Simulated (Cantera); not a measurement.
Feed: 1 mol Si₂H₆, 47 mol N₂O, 26 mol N₂, 1.3 mol O₃, held at 10.0 Torr.

Method: chemical equilibrium by Gibbs-energy minimisation in Cantera with the NASA 1993 tables (ideal gas, pure condensed phases). Candidate condensed phases: H₂O, Si, SiO₂, Si₂N₂O, Si₃N₄; 35 gas species. The feed counts by its element totals alone. The tables hold silica as quartz up to 1696 K and as liquid above; real silica turns to tridymite and cristobalite and melts near 1996 K. Kinetics and transport are ignored.

Question: Which condensed phases are stable at each of these points (T (K)): 1548, 1598, 1648, 1698, 1748, 1798, 1848, 1898, 1948, 1998, 2048, 2098?

Answer: 
| T (K) | condensed phases | Si condensed (%) |
|---|---|---|
| 1548 | SiO₂(β-quartz) | 100.0 |
| 1598 | SiO₂(β-quartz) | 100.0 |
| 1648 | SiO₂(β-quartz) | 100.0 |
| 1698 | SiO₂(condensed) | 100.0 |
| 1748 | SiO₂(condensed) | 100.0 |
| 1798 | SiO₂(condensed) | 100.0 |
| 1848 | SiO₂(condensed) | 100.0 |
| 1898 | SiO₂(condensed) | 100.0 |
| 1948 | SiO₂(condensed) | 99.9 |
| 1998 | SiO₂(l) | 99.8 |
| 2048 | SiO₂(l) | 99.4 |
| 2098 | SiO₂(l) | 98.3 |

From 1548 K to 1648 K the condensed part is SiO₂(β-quartz). From 1698 K to 1948 K the condensed part is SiO₂(condensed). From 1998 K to 2098 K the condensed part is SiO₂(l).
